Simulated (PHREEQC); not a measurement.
1 kg of water holding 0.04 mol NaCl, 0.045 mol MgCl2, 0.0039 mol SrCl2 and 0.048 mol CaCl2 is evaporated at 25 °C; the solids stay in contact with the brine. CO2 from the air is kept out. The run lets Bischofite, Brucite, Halite, Portlandite, MgCl2_4H2O precipitate or redissolve, and no other solid.

All values are PHREEQC results (Pitzer model, pitzer.dat), not measurements.

| water left (kg) | ionic strength | water activity | Halite (mol) | Ca in solution (mol/kgw) | Sr in solution (mol/kgw) | Mg in solution (mol/kgw) |
|---|---|---|---|---|---|---|
| 1 | 0.331 | 0.994 | 0 | 0.0480 | 0.00390 | 0.0450 |
| 0.8219 | 0.402 | 0.993 | 0 | 0.0584 | 0.00475 | 0.0548 |
| 0.6755 | 0.490 | ? | 0 | 0.0711 | 0.00577 | 0.0666 |
| 0.5552 | 0.596 | 0.989 | 0 | 0.0865 | 0.00702 | 0.0811 |
| 0.4563 | 0.725 | 0.987 | 0 | 0.105 | 0.00855 | 0.0986 |
| 0.375 | 0.882 | 0.984 | 0 | 0.128 | 0.0104 | 0.120 |
| 0.3082 | 1.07 | 0.980 | 0 | 0.156 | 0.0127 | 0.146 |
| 0.2533 | 1.31 | 0.976 | 0 | 0.189 | 0.0154 | 0.178 |
| 0.2082 | 1.59 | 0.970 | 0 | 0.231 | 0.0187 | 0.216 |
| 0.1711 | ? | 0.963 | 0 | 0.280 | 0.0228 | 0.263 |
| 0.1407 | 2.35 | 0.953 | 0 | 0.341 | 0.0277 | 0.320 |
| 0.1156 | 2.86 | ? | 0 | 0.415 | 0.0337 | 0.389 |
| 0.09502 | 3.48 | 0.924 | 0 | 0.505 | 0.0410 | 0.474 |
| 0.07809 | 4.24 | 0.902 | 0 | 0.615 | 0.0499 | 0.576 |
| 0.06418 | 5.15 | 0.872 | 0 | 0.748 | 0.0608 | 0.701 |
| 0.05275 | 6.27 | 0.833 | 0 | 0.910 | 0.0739 | 0.853 |
| 0.04335 | 7.63 | 0.780 | 0 | 1.11 | 0.0900 | 1.04 |
| 0.03564 | 9.28 | 0.711 | 0 | 1.35 | 0.109 | 1.26 |
| 0.0293 | 11.2 | 0.629 | 0.00339 | 1.64 | 0.133 | 1.54 |
| 0.02407 | 12.8 | 0.566 | 0.0229 | 1.99 | 0.162 | 1.87 |
| 0.01979 | 15.0 | 0.474 | 0.0335 | 2.43 | 0.197 | 2.27 |
| 0.01627 | 18.0 | 0.356 | 0.0380 | 2.95 | 0.240 | 2.77 |

Problem. Fill in the missing entries.

Solution. 
- 0.6755, water activity: 0.991
- 0.1711, ionic strength: 1.93
- 0.1156, water activity: 0.941
